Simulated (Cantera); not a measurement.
## Equilibrium for silicon etching in halogen gases: Si + NF₃ + N₂

Charge: 1 mol Si, 1.3 mol NF₃, 27 mol N₂, held at 4.30 Pa.

Equilibrium computed with Cantera from the NASA thermochemical tables; the gas is ideal and each condensed phase is pure. Candidate condensed phases: Si, Si₃N₄; 16 gas species. The tables' values for SiF₃, SiF₂ are old estimates; treat these amounts as uncertain. Rates play no part.

From 500 K to 1200 K the condensed part is Si₃N₄(s). From 1300 K to 1600 K nothing is condensed. The main Si-bearing gas is SiF₄ throughout.

```
T (K)   x N₂  x SiF₄    x SiF₃    x SiF₂       x F     x SiF  n Si₃N₄(s)
-----  -----  ------  --------  --------  --------  --------  ----------
500    0.966  0.0341    <1e-12    <1e-12    <1e-12    <1e-12     0.00833
600    0.966  0.0341  1.61e-11    <1e-12    <1e-12    <1e-12     0.00833
700    0.966  0.0341   3.46e-9    <1e-12    <1e-12    <1e-12     0.00833
800    0.966  0.0341   1.93e-7  6.17e-12    <1e-12    <1e-12     0.00833
900    0.966  0.0341   4.38e-6   1.84e-9    <1e-12    <1e-12     0.00832
1000   0.966  0.0340   5.28e-5   1.73e-7    <1e-12    <1e-12     0.00821
1100   0.966  0.0338  0.000400   7.01e-6    <1e-12  3.95e-11     0.00735
1200   0.965  0.0324   0.00210  0.000149    <1e-12   6.66e-9     0.00261
1300   0.965  0.0317   0.00300  0.000243  2.08e-11   2.18e-8           0
1400   0.965  0.0316   0.00308  0.000206   1.14e-9   2.50e-8           0
1500   0.965  0.0316   0.00314  0.000177   3.66e-8   2.79e-8           0
1600   0.965  0.0316   0.00318  0.000155   7.63e-7   3.06e-8           0
```
x: gas mole fraction; n: condensed amount in mol.
